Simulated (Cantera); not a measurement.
**Diamond growth**

A diamond (100) surface in a fixed gas of H2 with x(CH4) = 0.019, x(CH3) = 0.0015, at 1325 K, 0.0450 bar; coverages are run to steady state.

Model: the Harris–Goodwin 1993 mechanism for the reconstructed diamond (100) surface, integrated in Cantera.

```tsv
x(H)	growth (µm/h)	θ c6HH	θ c6H*	θ c6*H	θ c6**	θ c6HM
0.0001	0.210	0.669	0.0286	0.293	0.00350	0.000703
0.00025	1.04	0.535	0.0395	0.405	0.00948	0.00102
0.00064	3.32	0.443	0.0465	0.477	0.0197	0.00135
0.0016	6.95	0.397	0.0497	0.510	0.0316	0.00165
0.0041	11.5	0.375	0.0511	0.523	0.0417	0.00186
0.01	17.0	0.366	0.0516	0.529	0.0475	0.00191
0.027	27.4	0.362	0.0520	0.531	0.0507	0.00176
0.067	43.5	0.361	0.0525	0.532	0.0520	0.00141
0.17	64.5	0.360	0.0535	0.531	0.0529	0.000920
```
θ: site fractions in the mechanism's names (c6HH fully hydrogenated, c6H* and c6*H radical sites, c6** diradical, c6HM methylated).
